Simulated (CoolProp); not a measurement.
Properties of methanol along the isobar 25.3 MPa.

Computed with CoolProp (reference Helmholtz-energy equation of state, de Reuck 1993).

```tsv
T (K)	phase	cv (kJ/(kg K))	Joule-Thomson coefficient (K/MPa)	isothermal compressibility (1/MPa)	viscosity (µPa s)	conductivity (mW/(m K))
266.5	liquid	1.953	-0.3694	0.0008149	1040	217
283.3	liquid	2.028	-0.3558	0.0008887	782	214
300.1	liquid	2.113	-0.3395	0.0009692	607	212
316.9	liquid	2.203	-0.3204	0.001059	484	209
333.7	liquid	2.298	-0.2986	0.001160	395	206
350.4	liquid	2.395	-0.2743	0.001276	330	202
367.2	liquid	2.492	-0.2471	0.001414	279	199
384	liquid	2.588	-0.2171	0.001580	239	196
400.8	liquid	2.683	-0.1837	0.001786	207	193
417.6	liquid	2.774	-0.1461	0.002045	180	189
434.4	liquid	2.863	-0.1028	0.002381	158	186
451.1	liquid	2.948	-0.05232	0.002822	139	183
```

Viscosity comes from a separate model (Xiang 2006). Thermal conductivity comes from a separate model (Sykioti 2013).
